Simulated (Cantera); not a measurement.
A Cantera script and its output.

```python
import numpy as np
import cantera as ct

gas = ct.Solution("gri30.yaml")
gas.TPX = 1275, 500000, {'C3H8': 1, 'O2': 14.3, 'N2': 53.7}
reactor = ct.IdealGasConstPressureReactor(gas, energy="on", clone=False)
net = ct.ReactorNet([reactor])
net.rtol, net.atol = 1e-08, 1e-16
show = ['C3H8', 'O2', 'CH2', 'CO2', 'N2O', 'CH2O']
times = np.geomspace(2e-06, 2, 15)

steps = ct.SolutionArray(gas, extra=["t"])
rows = []
print(f"{'t/s':>10s}{'T/K':>9s}{'P/Pa':>11s}" + "".join(f"{s:>11s}" for s in show))
for t in times:
    while net.time < t:
        t_next = net.step()
        steps.append(gas.state, t=t_next)
    rows.append([np.interp(t, steps.t, y) for y in (steps.T, steps.P, *steps(*show).X.T)])
    print(f"{t:10.3e}{rows[-1][0]:9.1f}{rows[-1][1]:11.4g}" + "".join(f"{x:11.3e}" for x in rows[-1][2:]))
rate = np.gradient(steps.T, steps.t)
print("integrator steps:", len(steps.t))
if steps.T.max() > steps.T[0] + 200:
    print(f"time of steepest temperature rise: {steps.t[rate.argmax()]:.4e} s")
gas.TPX = 1275, 500000, {'C3H8': 1, 'O2': 14.3, 'N2': 53.7}
gas.equilibrate("HP")
print(f"equilibrium (HP): T = {gas.T:.1f} K  " + "  ".join(f"{s} {gas[s].X[0]:.3e}" for s in show))
```

Output:

```
       t/s      T/K       P/Pa       C3H8         O2        CH2        CO2        N2O       CH2O
 2.000e-06   1275.0      5e+05  1.449e-02  2.072e-01  2.272e-13  5.179e-12  1.828e-13  1.591e-08
 5.365e-06   1275.0      5e+05  1.449e-02  2.072e-01  1.185e-12  7.244e-11  1.297e-12  1.522e-07
 1.439e-05   1274.9      5e+05  1.448e-02  2.072e-01  1.064e-11  1.441e-09  8.877e-12  1.711e-06
 3.861e-05   1274.8      5e+05  1.441e-02  2.072e-01  1.190e-10  4.374e-08  5.286e-11  2.062e-05
 1.036e-04   1275.1      5e+05  1.412e-02  2.070e-01  2.627e-10  4.978e-07  2.001e-10  1.255e-04
 2.779e-04   1277.1      5e+05  1.308e-02  2.062e-01  5.176e-10  2.631e-06  7.371e-10  4.731e-04
 7.455e-04   2050.8      5e+05  5.032e-49  1.324e-01  2.321e-17  4.249e-02  1.799e-06  2.703e-14
 2.000e-03   2054.8      5e+05  1.298e-51  1.325e-01  2.261e-18  4.273e-02  8.362e-07  6.673e-15
 5.365e-03   2054.7      5e+05 -4.862e-54  1.325e-01  3.984e-20  4.273e-02  8.360e-07  6.651e-15
 1.439e-02   2054.5      5e+05 -2.066e-53  1.324e-01  1.236e-22  4.273e-02  8.355e-07  6.635e-15
 3.861e-02   2054.0      5e+05 -1.550e-57  1.323e-01  1.620e-23  4.273e-02  8.342e-07  6.592e-15
 1.036e-01   2052.8      5e+05  2.866e-58  1.320e-01  1.600e-23  4.273e-02  8.312e-07  6.483e-15
 2.779e-01   2049.8      5e+05  9.504e-58  1.314e-01  1.454e-23  4.273e-02  8.250e-07  6.231e-15
 7.455e-01   2044.5      5e+05  1.932e-62  1.302e-01  1.226e-23  4.274e-02  8.177e-07  5.802e-15
 2.000e+00   2040.2      5e+05  1.505e-62  1.293e-01  1.072e-23  4.274e-02  8.153e-07  5.480e-15
integrator steps: 1857
time of steepest temperature rise: 5.8799e-04 s
equilibrium (HP): T = 2039.6 K  C3H8 2.945e-62  O2 1.292e-01  CH2 2.907e-23  CO2 4.274e-02  N2O 8.152e-07  CH2O 5.437e-15
```

Detailed kinetics in Cantera: GRI-Mech 3.0 (53 species, 325 reactions). GRI-Mech 3.0 was tuned for natural gas; its chemistry of propane as a main component is partial and can be far from experiment.
